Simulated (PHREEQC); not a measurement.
Make-up at 90 °C: 0.0026 mol/kgw NiSO4, 0.0003 mol/kgw MgSO4 and 0.00018 mol/kgw NaF. Closed to the air; pH follows from the charge balance.

Equilibrium calculation in PHREEQC: ion-association model, wateq4f.dat.

No solid was allowed to form.

**Question.** Estimate the pH, ionic strength.

**Answer.** pH 5.75; ionic strength 0.00895 mol/kgw.

**Question.** In which forms is Ni present?

**Answer.** Ni+2 78 %, NiSO4 22 % of the Ni.

At this temperature some constants are extrapolated from 25 °C, and those without enthalpy data are left unchanged.
